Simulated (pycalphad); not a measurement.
Source of the numbers: pycalphad with the COST 507 light-alloy database (1999); pressure 1 atm. No gas phase is included, though pure Mg would boil below 1377 °C. The database dates from 1999; later assessments differ in places, in temperatures and in the compounds included. Not assessed as a whole: an extrapolation from subsystems, which can miss ternary compounds. Kinetics are ignored, which matters at the lower temperatures.

Question: How does the equilibrium phase assembly of Mg-0.48Cu-0.36Al-15.03Si (at.%) change on cooling from 1377 °C to 97 °C?

Answer: 
```json
[
 {"T (°C)": "958.8", "phases above": "liquid", "phases below": "liquid + MG2SI"},
 {"T (°C)": "629.2", "phases above": "liquid + MG2SI", "phases below": "hcp + liquid + MG2SI"},
 {"T (°C)": "512.0", "phases above": "hcp + liquid + MG2SI", "phases below": "hcp + LAVES_C15 + liquid + MG2SI"},
 {"T (°C)": "501.1", "phases above": "hcp + LAVES_C15 + liquid + MG2SI", "phases below": "hcp + LAVES_C15 + MG2SI"},
 {"T (°C)": "252.0", "phases above": "hcp + LAVES_C15 + MG2SI", "phases below": "hcp + LAVES_C15 + LAVES_C36 + MG2SI"}
]
```
Changes were sought between steps of 40 K, so a narrower field can be missed.

Database names, with the compositions (at.%) that they take in these runs: MG2SI: Mg 67 Si 33; LAVES_C15: Cu 41-44 Mg 33 Al 22-26; LAVES_C36: Cu 36-38 Mg 33 Al 29.
